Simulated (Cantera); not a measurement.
A Cantera script and its output.

```python
import numpy as np
import cantera as ct

gas = ct.Solution("gri30.yaml")
gas.TPX = 1425, 29000, {'CO': 1, 'H2': 0.03, 'O2': 0.234, 'N2': 0.88, 'H2O': 0.24}
reactor = ct.IdealGasReactor(gas, energy="on", clone=False)
net = ct.ReactorNet([reactor])
net.rtol, net.atol = 1e-08, 1e-16
show = ['CO', 'H2', 'O2', 'NO', 'CO2', 'NO2', 'OH']
times = np.geomspace(4e-06, 1, 14)

steps = ct.SolutionArray(gas, extra=["t"])
rows = []
print(f"{'t/s':>10s}{'T/K':>9s}{'P/Pa':>11s}" + "".join(f"{s:>11s}" for s in show))
for t in times:
    while net.time < t:
        t_next = net.step()
        steps.append(gas.state, t=t_next)
    rows.append([np.interp(t, steps.t, y) for y in (steps.T, steps.P, *steps(*show).X.T)])
    print(f"{t:10.3e}{rows[-1][0]:9.1f}{rows[-1][1]:11.4g}" + "".join(f"{x:11.3e}" for x in rows[-1][2:]))
rate = np.gradient(steps.T, steps.t)
print("integrator steps:", len(steps.t))
if steps.T.max() > steps.T[0] + 200:
    print(f"time of steepest temperature rise: {steps.t[rate.argmax()]:.4e} s")
gas.TPX = 1425, 29000, {'CO': 1, 'H2': 0.03, 'O2': 0.234, 'N2': 0.88, 'H2O': 0.24}
gas.equilibrate("UV")
print(f"equilibrium (UV): T = {gas.T:.1f} K  " + "  ".join(f"{s} {gas[s].X[0]:.3e}" for s in show))
```

Output:

```
       t/s      T/K       P/Pa         CO         H2         O2         NO        CO2        NO2         OH
 4.000e-06   1425.0    2.9e+04  4.195e-01  1.258e-02  9.815e-02  3.021e-17  5.046e-08  1.572e-24  5.605e-09
 1.041e-05   1425.0    2.9e+04  4.195e-01  1.258e-02  9.815e-02  2.349e-16  1.618e-07  5.408e-23  2.617e-08
 2.707e-05   1425.0    2.9e+04  4.195e-01  1.258e-02  9.815e-02  2.169e-15  8.634e-07  2.811e-21  1.678e-07
 7.043e-05   1425.0    2.9e+04  4.194e-01  1.257e-02  9.813e-02  9.895e-14  2.414e-05  2.341e-18  4.912e-06
 1.832e-04   1502.9  3.053e+04  3.843e-01  7.101e-03  7.451e-02  1.351e-07  3.589e-02  1.453e-11  3.865e-03
 4.766e-04   2126.8  4.186e+04  2.721e-01  2.266e-02  2.271e-02  3.791e-05  1.616e-01  1.459e-09  1.455e-02
 1.240e-03   2561.9  4.892e+04  2.683e-01  1.998e-02  1.442e-02  3.467e-04  1.788e-01  2.881e-08  1.547e-02
 3.226e-03   2703.7   5.11e+04  2.638e-01  1.889e-02  1.021e-02  1.917e-03  1.878e-01  2.188e-07  1.386e-02
 8.392e-03   2699.9  5.103e+04  2.643e-01  1.903e-02  9.587e-03  4.109e-03  1.874e-01  4.590e-07  1.346e-02
 2.183e-02   2698.2  5.099e+04  2.644e-01  1.908e-02  9.418e-03  4.765e-03  1.872e-01  5.282e-07  1.334e-02
 5.680e-02   2698.2  5.099e+04  2.644e-01  1.908e-02  9.415e-03  4.776e-03  1.872e-01  5.293e-07  1.334e-02
 1.478e-01   2698.2  5.099e+04  2.644e-01  1.908e-02  9.415e-03  4.776e-03  1.872e-01  5.293e-07  1.334e-02
 3.844e-01   2698.2  5.099e+04  2.644e-01  1.908e-02  9.415e-03  4.776e-03  1.872e-01  5.293e-07  1.334e-02
 1.000e+00   2698.2  5.099e+04  2.644e-01  1.908e-02  9.415e-03  4.776e-03  1.872e-01  5.293e-07  1.334e-02
integrator steps: 1261
time of steepest temperature rise: 2.1919e-04 s
equilibrium (UV): T = 2698.2 K  CO 2.644e-01  H2 1.908e-02  O2 9.415e-03  NO 4.776e-03  CO2 1.872e-01  NO2 5.293e-07  OH 1.334e-02
```

Computed with Cantera and GRI-Mech 3.0 (53 species, 325 reactions).
